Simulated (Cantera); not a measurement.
Charge: 1 mol SiHCl3, 0.25 mol HCl, 56 mol N2, equilibrated at 18.0 mbar.

These are equilibrium values from Cantera (NASA tables, ideal gas, pure condensed phases), not measurements of a reactor. Candidate condensed phases: NH4Cl, Si, Si3N4; 28 gas species. N2 is the only nitrogen source here; it is nearly inert below about 1500 K, so the nitride shown seldom forms there in practice. The tables' values for SiCl3 are old estimates; treat these amounts as uncertain. Rates play no part. All values below are at 952 °C.

Base state: N2 0.970, HCl 0.0200, SiCl4 0.00860, H2 0.000857, SiCl3 0.000535, SiCl2 0.000263, SiHCl3 1.15e-5 (mole fractions); condensed: Si3N4(s).

Task: What changes in the equilibrium state with this change: HCl from 0.25 to 1.8 mol?

Result: 
```tsv
species	before	after
N2	0.970	0.945
HCl	0.0200	0.0407
SiCl4	0.00860	0.00958
H2	0.000857	0.00338
SiHCl3	1.15e-5	2.48e-5
SiCl3	0.000535	0.000582
Si3N4(s), mol	0.153	0.128
```
